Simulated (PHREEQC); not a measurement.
A PHREEQC input (ion-association model, phreeqc.dat):

```
SOLUTION 1
  temp 25
  units mg/L
  pH 5.87
  pe 12.3
  Na 0.012
  K 0.00398
  Ca 0.047
  Mg 0.00531
  Cl 0.0169
  S(6) 0.0664 as SO4
  Alkalinity 0.098 as HCO3
  Pb 0.000766
END
USE solution 1
EQUILIBRIUM_PHASES 1
  Quart 0 0.5
  CO2(g) -2 10
END
```

It stops with these messages:

```
ERROR: Phase not found in database, Quart.
ERROR: Calculations terminating due to input errors.
```

The fault: the phase Quartz misspelt. The line should read `Quartz` where the input has `Quart`. With the mend the run ends at pH 4.94 and ionic strength 1.71e-5 mol/kgw.
